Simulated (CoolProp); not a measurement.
Vapour-liquid equilibrium of R134a (1) + R1234yf (2) at 2.03 MPa; x and y are mole fractions of (1).

Computed with CoolProp (multi-fluid Helmholtz-energy mixture model, Tillner-Roth 1994 and Lemmon 2022; pair parameters Bell 2022).

```json
[
 {"x": "0.05", "bubble temperature (K)": "342.4", "y at the bubble point": "0.055", "dew temperature at overall composition x (K)": "342.4", "liquid density (mol/L)": "7.847"},
 {"x": "0.2", "bubble temperature (K)": "341.2", "y at the bubble point": "0.212", "dew temperature at overall composition x (K)": "341.3", "liquid density (mol/L)": "8.124"},
 {"x": "0.35", "bubble temperature (K)": "340.5", "y at the bubble point": "0.361", "dew temperature at overall composition x (K)": "340.6", "liquid density (mol/L)": "8.413"},
 {"x": "0.5", "bubble temperature (K)": "340.1", "y at the bubble point": "0.505", "dew temperature at overall composition x (K)": "340.2", "liquid density (mol/L)": "8.719"},
 {"x": "0.65", "bubble temperature (K)": "340.1", "y at the bubble point": "0.648", "dew temperature at overall composition x (K)": "340.1", "liquid density (mol/L)": "9.042"},
 {"x": "0.8", "bubble temperature (K)": "340.4", "y at the bubble point": "0.794", "dew temperature at overall composition x (K)": "340.4", "liquid density (mol/L)": "9.385"},
 {"x": "0.95", "bubble temperature (K)": "341.0", "y at the bubble point": "0.947", "dew temperature at overall composition x (K)": "341.0", "liquid density (mol/L)": "9.749"}
]
```

y crosses x between x = 0.5 and 0.65: the model has an azeotrope there.

Pair parameters are fitted to limited data, so mixtures are less certain than the pure fluids.
